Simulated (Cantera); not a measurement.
Moist CO burnout

An isothermal, constant-pressure homogeneous reactor starts with 1.25 % CO, 2.12 % O2, 0.0869 % H2O, 96.5 % N2, equivalence ratio 0.30, at 1050 K and 101000 Pa.

Computed with Cantera and GRI-Mech 3.0 (53 species, 325 reactions).

```json
[
 {"t (s)": "1.00e-5", "x CO": "0.0125", "x O2": "0.0212", "x H2O": "0.000869", "x O": "8.69e-12", "x HO2": "<1e-12", "x H2": "<1e-12"},
 {"t (s)": "2.85e-5", "x CO": "0.0125", "x O2": "0.0212", "x H2O": "0.000869", "x O": "2.47e-11", "x HO2": "<1e-12", "x H2": "<1e-12"},
 {"t (s)": "8.11e-5", "x CO": "0.0125", "x O2": "0.0212", "x H2O": "0.000869", "x O": "6.99e-11", "x HO2": "<1e-12", "x H2": "<1e-12"},
 {"t (s)": "0.000231", "x CO": "0.0125", "x O2": "0.0212", "x H2O": "0.000869", "x O": "1.96e-10", "x HO2": "<1e-12", "x H2": "<1e-12"},
 {"t (s)": "0.000658", "x CO": "0.0125", "x O2": "0.0212", "x H2O": "0.000869", "x O": "5.42e-10", "x HO2": "1.15e-11", "x H2": "<1e-12"},
 {"t (s)": "0.00187", "x CO": "0.0125", "x O2": "0.0212", "x H2O": "0.000869", "x O": "1.45e-9", "x HO2": "1.15e-10", "x H2": "<1e-12"},
 {"t (s)": "0.00534", "x CO": "0.0125", "x O2": "0.0212", "x H2O": "0.000869", "x O": "3.79e-9", "x HO2": "9.42e-10", "x H2": "5.08e-12"},
 {"t (s)": "0.0152", "x CO": "0.0125", "x O2": "0.0212", "x H2O": "0.000869", "x O": "1.49e-8", "x HO2": "8.58e-9", "x H2": "7.34e-11"},
 {"t (s)": "0.0433", "x CO": "0.0125", "x O2": "0.0212", "x H2O": "0.000869", "x O": "5.17e-7", "x HO2": "3.43e-7", "x H2": "1.02e-8"},
 {"t (s)": "0.123", "x CO": "0.0106", "x O2": "0.0203", "x H2O": "0.000856", "x O": "2.22e-5", "x HO2": "2.39e-6", "x H2": "1.08e-5"},
 {"t (s)": "0.351", "x CO": "0.00442", "x O2": "0.0172", "x H2O": "0.000864", "x O": "1.26e-5", "x HO2": "1.71e-6", "x H2": "6.24e-6"},
 {"t (s)": "1.00", "x CO": "0.000854", "x O2": "0.0155", "x H2O": "0.000872", "x O": "2.90e-6", "x HO2": "8.11e-7", "x H2": "1.26e-6"}
]
```
x: mole fraction; the columns are a selection and need not sum to one.

Equilibrium at this temperature and pressure: CO 3.16e-11, O2 0.0150, H2O 0.000874, O 8.20e-11, HO2 2.59e-11, H2 2.58e-12 (gas phase only).
